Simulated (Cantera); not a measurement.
Input: 1 mol AlCl₃, 0.61 mol N₂, at 652 °C and 0.113 Torr.

These are equilibrium values from Cantera (NASA tables, ideal gas, pure condensed phases), not measurements of a reactor. Candidate condensed phases: Al, AlCl₃, AlN; 11 gas species. Rates play no part.

Base state: AlCl₃ 0.621, N₂ 0.379, Al₂Cl₆ 1.78e-5 (mole fractions); condensed: gas only.

### Question
What changes in the equilibrium state with this change: pressure from 0.113 Torr to 14.3 Torr?

### Answer
| species | before | after |
|---|---|---|
| AlCl₃ | 0.621 | 0.618 |
| N₂ | 0.379 | 0.380 |
| Al₂Cl₆ | 1.78e-5 | 0.00223 |

### Question
What changes in the equilibrium state with this change: pressure from 0.113 Torr to 17.3 Torr?

### Answer
```json
[
 {"species": "AlCl₃", "before": "0.621", "after": "0.617"},
 {"species": "N₂", "before": "0.379", "after": "0.380"},
 {"species": "Al₂Cl₆", "before": "1.78e-5", "after": "0.00270"}
]
```
